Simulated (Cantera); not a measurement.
Charge: 1 mol C6H6, 4.6 mol H2O, 6.7 mol N2, 4.5 mol CO2, held at 2948 K and 0.698 Torr.

Equilibrium computed with Cantera from the NASA thermochemical tables; the gas is ideal and each condensed phase is pure. Candidate condensed phases: C, C6H6, C7H8, C8H18, H2O; 136 gas species. Equilibrium is a limit: real reactors are often held back by kinetics, nucleation or transport.

### Question
What is the equilibrium state?

### Answer
- x(H) = 0.413
- x(CO) = 0.299
- x(N2) = 0.191
- x(O) = 0.0820
- x(H2) = 0.00882
- x(OH) = 0.00284
- x(NO) = 0.00127
- x(CO2) = 0.000883
- x(O2) = 0.000701
- gas amount = 35.00 mol
- log10 activity of C(graphite) (absent) = -6.91
